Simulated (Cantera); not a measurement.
A perfectly stirred reactor is fed with CH4 : H2 : O2 : N2 = 1 : 0.042 : 3.67 : 13.8 (molar parts), at 0.207 atm; it is adiabatic with a 800 K inlet, and is followed from long to short residence time, starting on the burning branch (τ in s: 0.14, 0.057, 0.024, 0.01, 0.0042, 0.0017, 0.00073, 0.0003, 0.00013, 5.3e-05, 2.2e-05, 9.3e-06, 3.9e-06).

Cantera simulation using GRI-Mech 3.0 (53 species, 325 reactions); the numbers are that mechanism's predictions, not measurements.

One state of this run: T (K) = 1597; x CH4 = 0.00138; x H2 = 0.00642; x O2 = 0.102; x HCO = 1.92e-5; x C2H = 2.17e-10; x H = 0.00633. x: mole fraction; the columns are a selection and need not sum to one.

### Question
Which value of τ (s) does it belong to?
A) 2.2e-5
B) 0.024
C) 0.057
D) 0.00030

### Answer
D, 0.00030
